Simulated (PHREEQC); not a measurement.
# Buffer (model solution)

Consider water at 20 °C with 0.035 mol/kgw NH4Cl, 0.00031 mol/kgw Na2CO3 and 0.017 mol/kgw NaCl. Closed to the air; pH follows from the charge balance.

The numbers come from PHREEQC with the ion-association model, phreeqc.dat.

No solid was allowed to form.

Q: What pH, density does the model give?

A: pH 7.48; density 1.000 g/cm³.

Q: In which forms is C present?

A: HCO3- 93 %, CO2 6.1 %, NaHCO3 0.6 % of the C.

Complexes and solids missing from the database can't appear.
